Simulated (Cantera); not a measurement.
**Reactions in the system H-N-Si**

Source: NASA polynomial tables (part measured, part estimated), evaluated in Cantera. Values are per mole of reaction as written; species without (g) are pure solids or liquids, kept so even where they would boil at 1 bar.

4 NH3(g) + 12 SiH2(g) → 9 SiH4(g) + Si3N4

| T (K) | ΔH° (kJ) | ΔS° (J/K) | ΔG° (kJ) | log10 K |
|---|---|---|---|---|
| 573 | -3211.0 | -1342.8 | -2441.5 | 222.56 |
| 598 | -3212.0 | -1344.5 | -2407.9 | 210.33 |
| 623 | -3212.9 | -1346.1 | -2374.3 | 199.07 |
| 648 | -3213.9 | -1347.6 | -2340.6 | 188.67 |
| 673 | -3214.8 | -1348.9 | -2306.9 | 179.05 |
| 698 | -3215.6 | -1350.2 | -2273.2 | 170.11 |
| 723 | -3216.4 | -1351.3 | -2239.4 | 161.79 |
| 748 | -3217.1 | -1352.2 | -2205.6 | 154.02 |
| 773 | -3217.7 | -1353.0 | -2171.8 | 146.75 |
| 798 | -3218.3 | -1353.7 | -2138.0 | 139.94 |
| 823 | -3218.7 | -1354.3 | -2104.1 | 133.54 |
